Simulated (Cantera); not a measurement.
An isothermal plug-flow reactor at 575 K and 0.370 bar (inlet), inlet velocity 0.15 m/s, active area per volume 230 1/m; feed 0.503 % CO, 6.39 % O2, 82.7 % N2, 10.4 % H2O, equivalence ratio 0.039.

Detailed kinetics in Cantera: Deutschmann's 1995 Pt surface mechanism with GRI-Mech 3.0 gas chemistry. Catalytic surfaces can have several steady states; this one follows from the mechanism file's or the stated starting coverage. Mass transfer to the wall is taken as infinitely fast.

Q: Predict: x(CO) at z = 0.016 m; x(O2) at z = 0.016 m; x(H2O) at z = 0.016 m; x(CO2) at z = 0.016 m; θ(free Pt) at the exit; θ(O*) at the exit; θ(OH*) at the exit.

A: 
- x(CO) at z = 0.016 m = 0.00373
- x(O2) at z = 0.016 m = 0.0633
- x(H2O) at z = 0.016 m = 0.104
- x(CO2) at z = 0.016 m = 0.00130
- θ(free Pt) at the exit = 0.00273
- θ(O*) at the exit = 0.991
- θ(OH*) at the exit = 0.00558
